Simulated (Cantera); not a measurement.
Charge: 1 mol Si(CH₃)₄, 2.8 mol HCl, 1100 mol H₂, held at 2300 K and 1.33 mbar.

Cantera equilibrium calculation (NASA polynomials, part measured and part estimated; ideal gas, pure solids and liquids). Candidate condensed phases: C, C₆H₆, C₇H₈, C₈H₁₈, Si, SiC; 109 gas species. Rates play no part.

Task: What is the equilibrium state?

Result: x(H₂): 0.764
x(H): 0.232
x(HCl): 0.00183
x(C₂H₂ (acetylene)): 0.00151
x(Si): 0.000739
x(Cl): 0.000400
x(SiC₂): 4.68e-5
x(C₂H): 2.07e-5
x(SiH): 8.67e-6
gas amount: 1255 mol
log10 activity of C(graphite) (absent): -0.17
log10 activity of Si(l) (absent): -2.98
